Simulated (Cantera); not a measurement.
Mixture: CH₄ : C₂H₆ : O₂ : N₂ = 1 : 0.041 : 3.83 : 14.4 (molar parts), equivalence ratio 0.56, at 0.355 atm, adiabatic and at constant volume. Ignition delay is the time to a rise of 400 K.

Detailed kinetics in Cantera: GRI-Mech 3.0 (53 species, 325 reactions).

Problem. What does this change do: pressure from 0.355 atm to 3.06 atm?

Solution. 
```
quantity                                                before       after
--------------------------------------------------  ----------  ----------
delay at 1198 K                                        25.3 ms     4.83 ms
delay at 1273 K                                        9.24 ms     1.98 ms
delay at 1348 K                                        3.63 ms    0.844 ms
delay at 1423 K                                        1.57 ms    0.378 ms
delay at 1498 K                                       0.756 ms    0.179 ms
delay at 1573 K                                       0.408 ms     91.1 µs
apparent activation energy between 1423 and 1573 K  170 kJ/mol  180 kJ/mol
```

Problem. What does this change do: pressure from 0.355 atm to 1.00 atm?

Solution. 
| quantity | before | after |
|---|---|---|
| delay at 1198 K | 25.3 ms | 12.0 ms |
| delay at 1273 K | 9.24 ms | 4.61 ms |
| delay at 1348 K | 3.63 ms | 1.86 ms |
| delay at 1423 K | 1.57 ms | 0.800 ms |
| delay at 1498 K | 0.756 ms | 0.375 ms |
| delay at 1573 K | 0.408 ms | 0.194 ms |
| apparent activation energy between 1423 and 1573 K | 170 kJ/mol | 180 kJ/mol |
